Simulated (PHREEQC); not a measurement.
## Copper plating or etch bath

Dissolve 46 mmol/kgw CuCl2, 23 mmol/kgw CdCl2 and 88 mmol/kgw Na2SO4 at 25 °C. Closed to the air; pH follows from the charge balance.

All values are PHREEQC results (ion-association model, wateq4f.dat), not measurements.

No solid was allowed to form.

Problem. What pH, ionic strength, activity of water does the model give?

Solution. pH 4.74; ionic strength 0.321 mol/kgw; activity of water 0.993.

Problem. In which forms is Cd present?

Solution. CdCl+ 48 %, Cd+2 16 %, CdSO4 16 %, CdCl2 11 %, Cd(SO4)2-2 8.2 %, CdCl3- 0.8 % of the Cd.

Saturation is exceeded, for instance for Atacamite, Antlerite; the values hold only as long as no solid forms. Complexes and solids missing from the database can't appear.
